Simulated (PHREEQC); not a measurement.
Consider water at 78 °C with 0.029 mol/kgw H2SO4, 0.0198 mol/kgw ZnSO4 and 0.023 mol/kgw MgCl2. Closed to the air; pH follows from the charge balance.

Equilibrium calculation in PHREEQC: ion-association model, phreeqc.dat.

No solid was allowed to form.

Order these S species by the share of S that they hold, largest first: HSO4-, Zn(SO4)2-2, SO4-2, ZnSO4, MgSO4.

HSO4- (59 %), MgSO4 (18 %), SO4-2 (16 %), ZnSO4 (6.6 %), Zn(SO4)2-2 (0.61 %)

Order these Cl species by the share of Cl that they hold, largest first: Cl-, ZnCl+, ZnCl2.

Cl- (92 %), ZnCl+ (7.4 %), ZnCl2 (0.41 %)

The pH is 1.63 and the ionic strength 0.122 mol/kgw. Away from 25 °C the constants follow the database's enthalpies or fits; those with neither stay at their 25 °C values.
